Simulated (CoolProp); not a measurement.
A single-stage vapour-compression cycle with n-pentane: evaporating at 291.15 K (dew point), condensing at 357.15 K (bubble point), superheat 2 K, subcooling 2 K, compressor efficiency 0.6, no pressure losses. Each further row changes one setting.

Values from CoolProp's reference Helmholtz-energy equation of state, Thol 2019.

| case | cooling COP | pressure ratio | discharge temperature (K) | refrigerating effect (kJ/kg) | volumetric capacity (kJ/m³) |
|---|---|---|---|---|---|
| as stated | 1.90 | 7.78 | 364.0 | 219 | 348 |
| evaporating temperature 296.15 K | 2.16 | 6.42 | 362.9 | ? | 431 |
| condensing temperature 352.15 K | 2.14 | ? | 359.7 | 232 | 369 |
| subcooling 7 K | ? | 7.78 | 364.0 | 232 | 369 |
| superheat 12 K | ? | 7.78 | ? | ? | 361 |
| compressor efficiency 0.5 | ? | 7.78 | 375.0 | 219 | 348 |

Fill in the missing entries.


- evaporating temperature 296.15 K, refrigerating effect (kJ/kg): 226
- condensing temperature 352.15 K, pressure ratio: 6.86
- subcooling 7 K, cooling COP: 2.01
- superheat 12 K, cooling COP: 1.95
- superheat 12 K, discharge temperature (K): 374.7
- superheat 12 K, refrigerating effect (kJ/kg): 235
- compressor efficiency 0.5, cooling COP: 1.58
